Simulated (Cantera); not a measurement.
Input: 1 mol B2H6, 1.6 mol H2, at 1825 K and 100 Torr.

Equilibrium computed with Cantera from the NASA thermochemical tables; the gas is ideal and each condensed phase is pure. Candidate condensed phases: B; 7 gas species. The feed counts by its element totals alone. The tables' values for BH2 are old estimates; treat these amounts as uncertain. Kinetics and transport are ignored.

Question: What is the equilibrium state?

Answer: 
- x(H2): 0.999
- x(H): 0.00121
- x(BH2): 0.000155
- x(BH3): 7.92e-6
- n(B(s)): 2.00 mol
- gas amount: 4.603 mol
